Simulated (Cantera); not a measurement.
Feed: 1 mol CaO, 1.1 mol F2, 0.16 mol O2, held at 1.33 mbar.

These are equilibrium values from Cantera (NASA tables, ideal gas, pure condensed phases), not measurements of a reactor. Candidate condensed phases: Ca, CaF2, CaO; 13 gas species. Equilibrium is a limit: real reactors are often held back by kinetics, nucleation or transport.

log p: log10 of the partial pressure in bar; n: condensed amount in mol.

| T (K) | log p O2 | log p F | log p F2 | log p CaF2 | n CaF2(s) |
|---|---|---|---|---|---|
| 748 | -2.94 | -4.36 | -3.82 | <-14 | 1.00 |
| 848 | -2.96 | -3.81 | -4.06 | <-14 | 1.00 |
| 948 | -2.98 | -3.57 | -4.65 | -14.12 | 1.00 |
| 1048 | -2.99 | -3.52 | [?] | [?] | 1.00 |
| 1148 | -2.99 | -3.51 | [?] | [?] | 1.00 |
| 1248 | -2.99 | -3.51 | -6.72 | -8.53 | 1.000 |
| 1348 | -2.99 | -3.51 | -7.23 | -7.25 | 1.000 |
| 1448 | -2.99 | -3.51 | -7.68 | -6.16 | 1.000 |

Task: Some entries are withheld; supply them.

Result: 
- 1048, log p F2: -5.41
- 1048, log p CaF2: -11.88
- 1148, log p F2: -6.12
- 1148, log p CaF2: -10.06
